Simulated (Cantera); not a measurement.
What does this Cantera script print?

```python
import numpy as np
import cantera as ct

gas_names = [...]  # 95 gases of nasa_gas.yaml made of C, F, H
cond_names = """
    C(gr) C6H6(L) C7H8(L) C8H18(L),n-octa
""".split()


# ... load() reads the species with a 1 bar reference pressure and builds the phases ...
atoms = {
    'CH3F': {'C': 1, 'H': 3, 'F': 1},
    'CH4': {'C': 1, 'H': 4},
    'H2': {'H': 2},
}
top_T = {'C(gr)': 4500}  # K; cautious upper limits of use, not melting points


# ... equilibrate(T, P, feed) seeds the gas with the atoms and calls Mixture.equilibrate('TP', solver="vcs", rtol=1e-11, max_steps=5000) ...
results = []
feed = {'CH3F': 1, 'CH4': 0.42, 'H2': 19}  # mol
T = 2598.15  # K
P = 77000  # Pa
mix = equilibrate(T, P, feed)
results.append((T, P, feed, dict(zip(mix.species_names, mix.species_moles))))
x = sorted(zip(gas.X, gas.species_names), reverse=True)
print(f"T = {T:g} K  P = {P:g} Pa  gas = {mix.phase_moles(0):.4g} mol")
print("   x: " + "  ".join(f"{s} {v:.3e}" for v, s in x if v > 0.0001))
print("   condensed (mol): " + ("  ".join(f"{mix.phase(i).name} {mix.phase_moles(i):.4g}"
      for i in range(1, mix.n_phases) if mix.phase_moles(i) > 1e-12) or "none"))
```

Result:

```
T = 2598.15 K  P = 77000 Pa  gas = 22.3 mol
   x: H2 8.992e-01  HF 4.484e-02  H 4.117e-02  C2H2,acetylene 1.448e-02
   condensed (mol): C(gr) 0.7582
```

Cantera equilibrium calculation (NASA polynomials, part measured and part estimated; ideal gas, pure solids and liquids).
